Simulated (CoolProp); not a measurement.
n-butane along the isobar 3.23 MPa: density (kg/m³) from the reference equation and from simpler models built on Tc = 152.0 °C, pc = 3.796 MPa, ω = 0.201; each cubic takes its own stable root.

Values from CoolProp's reference Helmholtz-energy equation of state, Bücker 2006.

| T (°C) | phase | reference | van der Waals | Soave-Redlich-Kwong | Peng-Robinson |
|---|---|---|---|---|---|
| -33.65 | liquid | 638.5 | 400.2 | 597.1 | 672.6 |
| -12.85 | liquid | 617.9 | 388.7 | 578.5 | 652.5 |
| 7.95 | liquid | 596.4 | 376.4 | 557.9 | 629.9 |
| 28.75 | liquid | 573.6 | 362.9 | 534.8 | 604.5 |
| 49.65 | liquid | 549.1 | 348.0 | 508.5 | 575.3 |
| 70.45 | liquid | 522.2 | 331.0 | 478.5 | 541.5 |
| 91.25 | liquid | 491.5 | 311.0 | 442.8 | 501.0 |
| 112.05 | liquid | 454.2 | 285.5 | 398.2 | 449.6 |
| 132.95 | liquid | 400.4 | 243.1 | 332.5 | 373.4 |
| 153.75 | gas | 88.54 | 82.11 | 86.49 | 90.53 |
| 174.55 | gas | 72.46 | 71.04 | 71.64 | 74.40 |
| 195.35 | gas | 63.65 | 63.83 | 63.17 | 65.32 |
